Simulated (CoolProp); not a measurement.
Vapour-liquid equilibrium of carbon dioxide (1) + carbonyl sulfide (2) at 10.8 bar; x and y are mole fractions of (1).

Computed with CoolProp (multi-fluid Helmholtz-energy mixture model, Span 1996 and Lemmon 2006; pair parameters Bell 2016).

```json
[
 {"x": "0.05", "bubble temperature (K)": "___", "y at the bubble point": "0.249", "dew temperature at overall composition x (K)": "289.4", "liquid density (mol/L)": "17.41"},
 {"x": "0.125", "bubble temperature (K)": "269.7", "y at the bubble point": "0.480", "dew temperature at overall composition x (K)": "286.4", "liquid density (mol/L)": "18.16"},
 {"x": "0.2", "bubble temperature (K)": "261.9", "y at the bubble point": "0.613", "dew temperature at overall composition x (K)": "283.2", "liquid density (mol/L)": "18.80"},
 {"x": "0.275", "bubble temperature (K)": "256.3", "y at the bubble point": "0.696", "dew temperature at overall composition x (K)": "279.9", "liquid density (mol/L)": "19.36"},
 {"x": "0.35", "bubble temperature (K)": "252.2", "y at the bubble point": "0.753", "dew temperature at overall composition x (K)": "276.4", "liquid density (mol/L)": "19.90"},
 {"x": "0.425", "bubble temperature (K)": "249.0", "y at the bubble point": "0.794", "dew temperature at overall composition x (K)": "___", "liquid density (mol/L)": "20.41"},
 {"x": "0.5", "bubble temperature (K)": "246.4", "y at the bubble point": "0.827", "dew temperature at overall composition x (K)": "268.6", "liquid density (mol/L)": "___"},
 {"x": "0.575", "bubble temperature (K)": "244.3", "y at the bubble point": "0.855", "dew temperature at overall composition x (K)": "264.2", "liquid density (mol/L)": "21.46"},
 {"x": "0.65", "bubble temperature (K)": "242.4", "y at the bubble point": "0.880", "dew temperature at overall composition x (K)": "259.5", "liquid density (mol/L)": "22.02"},
 {"x": "0.725", "bubble temperature (K)": "240.7", "y at the bubble point": "0.904", "dew temperature at overall composition x (K)": "254.2", "liquid density (mol/L)": "22.61"},
 {"x": "0.8", "bubble temperature (K)": "239.1", "y at the bubble point": "0.928", "dew temperature at overall composition x (K)": "248.5", "liquid density (mol/L)": "23.24"},
 {"x": "0.875", "bubble temperature (K)": "237.6", "y at the bubble point": "0.953", "dew temperature at overall composition x (K)": "242.7", "liquid density (mol/L)": "23.92"},
 {"x": "0.95", "bubble temperature (K)": "236.1", "y at the bubble point": "0.980", "dew temperature at overall composition x (K)": "237.7", "liquid density (mol/L)": "24.66"}
]
```

Problem. Some entries are withheld; supply them.

Solution. 
- 0.05, bubble temperature (K): 281.1
- 0.425, dew temperature at overall composition x (K): 272.6
- 0.5, liquid density (mol/L): 20.93

No azeotrope shows between x = 0.05 and 0.95.

The pair parameters rest on a limited set of measurements; away from them the model extrapolates.
